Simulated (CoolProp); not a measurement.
Vapour pressure (MPa) of c-C4F8 (RC318): the reference equation beside estimates from Tc = 388.4 K, pc = 2.778 MPa, ω = 0.355. Clausius-Clapeyron is anchored at 288.3 K with a constant enthalpy of vaporisation of 21.70 kJ/mol.

Model: reference Helmholtz-energy equation of state, Platzer 1990, in CoolProp. This equation is an older, rougher fit; its heat capacities, sound speeds and derivatives of the liquid may be far off and weren't checked against measurements.

| T (K) | reference | Lee-Kesler | Clausius-Clapeyron | van der Waals | Soave-Redlich-Kwong | Peng-Robinson |
|---|---|---|---|---|---|---|
| 257.3 | 0.06606 | 0.06594 | 0.07567 | 0.4179 | 0.06601 | 0.06651 |
| 267.7 | 0.1035 | 0.1035 | 0.1122 | 0.5144 | 0.1035 | 0.1036 |
| 278 | 0.1554 | 0.1555 | 0.1611 | 0.6234 | 0.1554 | 0.1548 |
| 288.3 | 0.2253 | 0.2256 | 0.2253 | 0.7463 | 0.2256 | 0.2238 |
| 298.6 | 0.3170 | 0.3175 | 0.3078 | 0.8838 | 0.3181 | 0.3147 |
| 308.9 | 0.4347 | 0.4351 | 0.4120 | 1.037 | 0.4370 | 0.4317 |
| 319.2 | 0.5825 | 0.5827 | 0.5412 | 1.205 | 0.5870 | 0.5792 |
| 329.5 | 0.7651 | 0.7648 | 0.6988 | 1.390 | 0.7727 | 0.7622 |
| 339.8 | 0.9873 | 0.9864 | 0.8884 | 1.591 | 0.9990 | 0.9861 |
| 350.1 | 1.255 | 1.253 | 1.114 | 1.810 | 1.271 | 1.257 |
| 360.4 | 1.574 | 1.573 | 1.378 | 2.046 | 1.595 | 1.580 |
| 370.7 | 1.952 | 1.953 | 1.685 | 2.299 | 1.975 | 1.962 |

Absolute difference from the reference over all 12 rows, mean and median: Lee-Kesler 0.1 and 0.1 %, Clausius-Clapeyron 8.2 and 8.5 %, van der Waals 176.8 and 122.7 %, Soave-Redlich-Kwong 0.7 and 0.7 %, Peng-Robinson 0.4 and 0.4 %.
